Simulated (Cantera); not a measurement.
A diamond (100) surface in a fixed gas of H2 with x(CH4) = 0.027, x(H) = 0.013, at 1125 K, 1200 Pa; coverages are run to steady state.

Cantera simulation using the Harris–Goodwin 1993 mechanism for the reconstructed diamond (100) surface; the numbers are that mechanism's predictions, not measurements.

One state of this run: growth (µm/h) = 0.202; θ c6HH = 0.492; θ c6H* = 0.0305; θ c6*H = 0.456; θ c6** = 0.0211; θ c6HM = 0.000479. θ: site fractions in the mechanism's names (c6HH fully hydrogenated, c6H* and c6*H radical sites, c6** diradical, c6HM methylated).

Problem. Which value of x(CH3) does it belong to?
A) 1e-06
B) 0.0013
C) 3.7e-05
D) 6e-06

Solution. C, 3.7e-05
